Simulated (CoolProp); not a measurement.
Properties of n-perfluorohexane at several states.

The numbers come from the reference Helmholtz-energy equation of state, Gao 2022 in CoolProp.

```json
[
 {"T (K)": "245.4", "p (bar)": "1.43", "phase": "liquid", "Z": "…", "cp (kJ/(kg K))": "0.9642", "cv (kJ/(kg K))": "…", "speed of sound (m/s)": "…", "isothermal compressibility (1/MPa)": "0.001595", "fugacity coefficient": "0.01071"},
 {"T (K)": "209.1", "p (bar)": "0.657", "phase": "liquid", "Z": "0.006636", "cp (kJ/(kg K))": "0.9089", "cv (kJ/(kg K))": "0.7116", "speed of sound (m/s)": "…", "isothermal compressibility (1/MPa)": "0.001183", "fugacity coefficient": "0.0009516"},
 {"T (K)": "442.8", "p (bar)": "0.644", "phase": "gas", "Z": "0.9864", "cp (kJ/(kg K))": "…", "cv (kJ/(kg K))": "…", "speed of sound (m/s)": "104.3", "isothermal compressibility (1/MPa)": "15.74", "fugacity coefficient": "0.9865"}
]
```

**Question.** What belongs in the gaps?

**Answer.** 
- 245.4, Z: 0.01299
- 245.4, cv (kJ/(kg K)): 0.7719
- 245.4, speed of sound (m/s): 655.1
- 209.1, speed of sound (m/s): 748.9
- 442.8, cp (kJ/(kg K)): 1.003
- 442.8, cv (kJ/(kg K)): 0.9763
